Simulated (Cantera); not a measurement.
## Pyrogenic steam for wet oxidation

An isothermal, constant-pressure homogeneous reactor starts with H2 : O2 : N2 = 0.91 : 1 : 1 (molar parts), at 1225 K and 13300 Pa.

Computed with Cantera and GRI-Mech 3.0 (53 species, 325 reactions). The temperature is held fixed by assumption; the heat of reaction is taken as removed at once.

| t (s) | x H2 | x O2 | x NO | x H2O | x NO2 | x OH |
|---|---|---|---|---|---|---|
| 0.000700 | 0.00537 | 0.220 | 5.93e-6 | 0.357 | 2.00e-9 | 0.00421 |
| 0.00199 | 0.000432 | 0.222 | 6.00e-6 | 0.369 | 2.04e-8 | 0.00106 |
| 0.00568 | 4.44e-5 | 0.222 | 5.98e-6 | 0.370 | 4.99e-8 | 0.000362 |
| 0.0162 | 7.03e-6 | 0.222 | 5.97e-6 | 0.371 | 5.23e-8 | 0.000158 |
| 0.0461 | 1.60e-6 | 0.222 | 5.99e-6 | 0.371 | 3.74e-8 | 7.95e-5 |
| 0.131 | 4.50e-7 | 0.222 | 6.00e-6 | 0.371 | 2.42e-8 | 4.34e-5 |
| 0.374 | 1.47e-7 | 0.222 | 6.01e-6 | 0.371 | 2.03e-8 | 2.51e-5 |
| 1.07 | 6.29e-8 | 0.222 | 6.00e-6 | 0.371 | 2.67e-8 | 1.62e-5 |
| 3.04 | 4.65e-8 | 0.222 | 5.99e-6 | 0.371 | 3.33e-8 | 1.36e-5 |
| 8.65 | 4.59e-8 | 0.222 | 5.99e-6 | 0.371 | 3.37e-8 | 1.35e-5 |
| 24.6 | 4.59e-8 | 0.222 | 5.99e-6 | 0.371 | 3.37e-8 | 1.35e-5 |
| 70.2 | 4.59e-8 | 0.222 | 5.99e-6 | 0.371 | 3.37e-8 | 1.35e-5 |
| 200 | 4.59e-8 | 0.222 | 5.99e-6 | 0.371 | 3.37e-8 | 1.35e-5 |
x: mole fraction; the columns are a selection and need not sum to one.

Equilibrium at this temperature and pressure: H2 4.59e-8, O2 0.222, NO 0.000175, H2O 0.371, NO2 9.84e-7, OH 1.35e-5 (gas phase only).
